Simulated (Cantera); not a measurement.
An adiabatic, constant-volume homogeneous reactor starts with H₂ : O₂ : N₂ : H₂O = 1 : 0.847 : 3.19 : 0.37 (molar parts), equivalence ratio 0.59, at 1773 K and 1.01 bar. Integrator tolerance rtol = 1e-08.

Model: GRI-Mech 3.0 (53 species, 325 reactions), integrated in Cantera.

| quantity | before | after |
|---|---|---|
| time of steepest temperature rise | 7.05 µs | 45.2 µs |
| temperature at 2.00 s | 2785 K | 2572 K |
| equilibrium temperature | 2785 K | 2572 K |
| x(H₂) at 2.00 s | 0.0166 (gas-phase equilibrium 0.0166) | 0.00633 (gas-phase equilibrium 0.00633) |
| x(O₂) at 2.00 s | 0.0575 (gas-phase equilibrium 0.0575) | 0.0609 (gas-phase equilibrium 0.0609) |
| x(H₂O) at 2.00 s | 0.235 (gas-phase equilibrium 0.235) | 0.260 (gas-phase equilibrium 0.260) |
| x(H₂O₂) at 2.00 s | 8.39e-7 (gas-phase equilibrium 8.39e-7) | 7.34e-7 (gas-phase equilibrium 7.34e-7) |
| x(NO₂) at 2.00 s | 7.31e-6 (gas-phase equilibrium 7.31e-6) | 7.84e-6 (gas-phase equilibrium 7.84e-6) |

Name the change that produced these shifts.
(A) constant pressure in place of constant volume
(B) H2O 0.37 to 0.11 parts
(C) initial temperature 1773 to 975 K
(D) initial temperature 1773 to 1225 K

D, initial temperature 1773 to 1225 K
